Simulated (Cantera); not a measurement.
Feed: 1 mol Cu₂O, 4.2 mol H₂, held at 925 K and 0.100 bar.

Method: chemical equilibrium by Gibbs-energy minimisation in Cantera with the NASA 1993 tables (ideal gas, pure condensed phases). Candidate condensed phases: Cu, CuO, Cu(OH)₂, Cu₂O, H₂O; 12 gas species. Rates play no part.

Base state: H₂ 0.762, H₂O 0.238 (mole fractions); condensed: Cu(s).

Problem. What changes in the equilibrium state with this change: temperature from 925 K to 1775 K?

Solution. 
| species | before | after |
|---|---|---|
| H₂ | 0.762 | 0.758 |
| H₂O | 0.238 | 0.237 |
| Cu | <1e-9 | 0.00404 |
| H | <1e-9 | 0.000797 |
| OH | <1e-9 | 1.55e-5 |
| Cu(s), mol | 2.00 | 0 |
| Cu(l), mol | 0 | 1.98 |
